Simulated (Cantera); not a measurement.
Feed: 1 mol SiO2, 48 mol HF, equilibrated at 1575 °C and 52.0 Pa.

Method: chemical equilibrium by Gibbs-energy minimisation in Cantera with the NASA 1993 tables (ideal gas, pure condensed phases). Candidate condensed phases: H2O, Si, SiO2; 38 gas species. The tables' values for SiF3, SiO2 are old estimates; treat these amounts as uncertain. The tables hold silica as quartz up to 1696 K and as liquid above; real silica turns to tridymite and cristobalite and melts near 1996 K. Equilibrium is a limit: real reactors are often held back by kinetics, nucleation or transport.

Base state: HF 0.961, H2O 0.0203, SiF4 0.0113, H2 0.00195, O2 0.00144, H 0.00103, SiO 0.00101, OH 0.000785 (mole fractions); condensed: SiO2(condensed).

### Question
What changes in the equilibrium state with this change: pressure from 52.0 Pa to 42.0 mbar?

### Answer
```csv
species,before,after
HF,0.961,0.936
H2O,0.0203,0.0415
SiF4,0.0113,0.0212
SiO,0.00101,2.93e-7
SiO2,2.85e-5,3.83e-8
O,0.000315,1.80e-5
H,0.00103,7.60e-5
"SiO2(condensed), mol",0.397,0
```
The tables' values for SiF3 are old estimates; treat these amounts as uncertain.
